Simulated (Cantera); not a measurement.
Feed: 1 mol Al₂O₃, 0.037 mol N₂, equilibrated at 5.40 Pa.

These are equilibrium values from Cantera (NASA tables, ideal gas, pure condensed phases), not measurements of a reactor. Candidate condensed phases: Al, AlN, Al₂O₃; 36 gas species. Ions and electrons are included (thermal ionisation). Equilibrium is a limit: real reactors are often held back by kinetics, nucleation or transport.

### Question
At 2227 °C, list the 6 most abundant gas species with their mole fractions, and the condensed phases.

### Answer
N₂ 0.579, O 0.210, Al 0.117, AlO 0.0621, Al₂O 0.0153, O₂ 0.0113. Condensed: Al₂O₃(l).
